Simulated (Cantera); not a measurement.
An isothermal, constant-pressure homogeneous reactor starts with 0.102 % CO, 6.85 % O₂, 0.472 % H₂O, 92.6 % N₂, equivalence ratio 0.0074, at 1073 K and 0.740 atm.

Cantera simulation using GRI-Mech 3.0 (53 species, 325 reactions); the numbers are that mechanism's predictions, not measurements.

x: mole fraction; the columns are a selection and need not sum to one.

```csv
t (s),x CO,x O₂,x H₂O,x H,x NO₂
9.00e-6,0.00102,0.0685,0.00472,<1e-12,<1e-12
3.30e-5,0.00102,0.0685,0.00472,<1e-12,<1e-12
0.000121,0.00102,0.0685,0.00472,<1e-12,<1e-12
0.000445,0.00102,0.0685,0.00472,<1e-12,<1e-12
0.00163,0.00102,0.0685,0.00472,3.55e-12,<1e-12
0.00600,0.00102,0.0685,0.00472,5.12e-11,<1e-12
0.0220,0.00101,0.0685,0.00472,2.94e-8,<1e-12
0.0809,(withheld),0.0683,0.00472,1.24e-7,1.34e-11
0.297,(withheld),0.0681,0.00472,1.38e-8,9.33e-11
1.09,(withheld),0.0680,0.00472,3.89e-10,1.35e-10
4.00,(withheld),0.0680,0.00472,6.07e-12,5.40e-11
```

Q: Fill in the missing entries.

A: 
- 0.0809, x CO: 0.000544
- 0.297, x CO: 0.000110
- 1.09, x CO: 7.81e-6
- 4.00, x CO: 3.31e-7
